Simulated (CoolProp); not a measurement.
A simple Rankine cycle with water: condensing at 296.15 K, boiler at 2.93 MPa, turbine inlet 510.7 K, turbine efficiency 0.85, pump efficiency 0.8, no recuperator. Each further row changes one setting.

Computed with CoolProp (reference Helmholtz-energy equation of state, Wagner 2002).

| case | thermal efficiency (%) | net work (kJ/kg) | heat in (kJ/kg) | turbine exit temperature (K) | volume ratio over the turbine |
|---|---|---|---|---|---|
| as stated | 30.5 | 829 | 2720 | 296.2 | 540 |
| turbine inlet 530.7 K | 30.6 | 852 | 2780 | 296.2 | 515 |
| condensing temperature 288.15 K | 31.6 | 870 | 2750 | 288.1 | 856 |
| boiler pressure 2.05 MPa | 29.3 | 810 | 2770 | 296.2 | 371 |
| turbine efficiency 0.75 | 26.9 | 731 | 2720 | 296.2 | 567 |

The expansion ends wet for: as stated; turbine inlet 530.7 K; condensing temperature 288.15 K; boiler pressure 2.05 MPa; turbine efficiency 0.75.
